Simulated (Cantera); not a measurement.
A freely propagating, adiabatic, planar premixed flame of 21.2 % H2, 16.5 % O2, 62.3 % N2, equivalence ratio 0.64, unburnt at 600 K and 4.80 bar; mixture-averaged transport, grid criteria slope 0.08 and curve 0.16, no radiation.

Model: the H2/O2 subset of GRI-Mech 3.0, which has no nitrogen chemistry, integrated in Cantera. The hydrogen kinetics of GRI-Mech 3.0 are dated; newer H2 mechanisms differ, most at raised pressure. Burning velocities carry a grid error of a few per cent, more on coarse grids. Lean hydrogen flames are cellular in practice and burn faster than this planar one.

x: mole fraction of selected species; z is measured from the peak of heat release.

```
z (mm)   T (K)  u (m/s)      x H2    x O2    x H2O       x O       x H      x OH
-------  -----  -------  --------  ------  -------  --------  --------  --------
-0.188     600     3.15     0.212   0.165  3.58e-7     <1e-8     <1e-8     <1e-8
-0.126     600     3.15     0.210   0.166  5.58e-6     <1e-8     <1e-8     <1e-8
-0.0942    601     3.14     0.208   0.166  4.38e-5     <1e-8     <1e-8     <1e-8
-0.0628    606     3.14     0.199   0.168      [?]       [?]     <1e-8     <1e-8
-0.0314    718     3.58     0.161   0.170   0.0120   2.09e-5   6.32e-5   6.98e-5
-0.0157   1008     4.90     0.117   0.157   0.0516  0.000436   0.00147  0.000824
0         1375     6.58    0.0655   0.126    0.117   0.00271   0.00596   0.00309
0.0157    1636     7.80    0.0304  0.0942    0.170   0.00550   0.00857   0.00703
0.0314    1787     8.50       [?]     [?]      [?]       [?]       [?]       [?]
0.0628    1934     9.16   0.00767  0.0708    0.211   0.00493   0.00405    0.0108
0.126     2039     9.61   0.00377  0.0689    0.220   0.00249   0.00135   0.00887
0.251     2095     9.84   0.00151  0.0688    0.226  0.000985  0.000325   0.00600
0.502     2118     9.94  0.000568  0.0691    0.229  0.000383   7.62e-5   0.00387
```

Question: Fill in the missing entries.

Answer: 
- -0.0628, x H2O: 0.000387
- -0.0628, x O: 1.44e-7
- 0.0314, x H2: 0.0156
- 0.0314, x O2: 0.0788
- 0.0314, x H2O: 0.194
- 0.0314, x O: 0.00633
- 0.0314, x H: 0.00750
- 0.0314, x OH: 0.00981
